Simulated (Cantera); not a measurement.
A freely propagating, adiabatic, planar premixed flame of CH4 : O2 : N2 = 1 : 1.43 : 5.37 (molar parts), equivalence ratio 1.4, unburnt at 625 K and 750 Torr; mixture-averaged transport, grid criteria slope 0.08 and curve 0.16, no radiation.

Detailed kinetics in Cantera: GRI-Mech 3.0 (53 species, 325 reactions). Burning velocities carry a grid error of a few per cent, more on coarse grids.

Question: What does this change do: CH4 1 to 0.76 parts?

Answer: 
```json
[
 {"quantity": "laminar burning velocity", "before": "82.8 cm/s", "after": "143 cm/s"},
 {"quantity": "thermal thickness", "before": "0.463 mm", "after": "0.320 mm"},
 {"quantity": "peak x(C2H2)", "before": "0.00167", "after": "0.000254"},
 {"quantity": "peak x(CH2)", "before": "9.32e-5", "after": "8.26e-5"}
]
```
